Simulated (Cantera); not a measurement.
Standard-state values (1 bar) from the NASA 1993 polynomials, evaluated with Cantera. Values are per mole of reaction as written; species without (g) are pure solids or liquids, kept so even where they would boil at 1 bar.

2 PbS + C ⇌ CS2(g) + 2 Pb

```csv
T (K),ΔH° (kJ),ΔS° (J/K),ΔG° (kJ),log10 K
1000,?,?,?,?
1025,316.1,184.1,127.5,-6.50
1050,?,?,?,?
1075,?,?,?,?
1100,314.8,182.8,113.7,-5.40
```

What belongs in the gaps?


- 1000, ΔH° (kJ): 316.6
- 1000, ΔS° (J/K): 184.5
- 1000, ΔG° (kJ): 132.1
- 1000, log10 K: -6.90
- 1050, ΔH° (kJ): 315.7
- 1050, ΔS° (J/K): 183.7
- 1050, ΔG° (kJ): 122.9
- 1050, log10 K: -6.11
- 1075, ΔH° (kJ): 315.3
- 1075, ΔS° (J/K): 183.3
- 1075, ΔG° (kJ): 118.3
- 1075, log10 K: -5.75
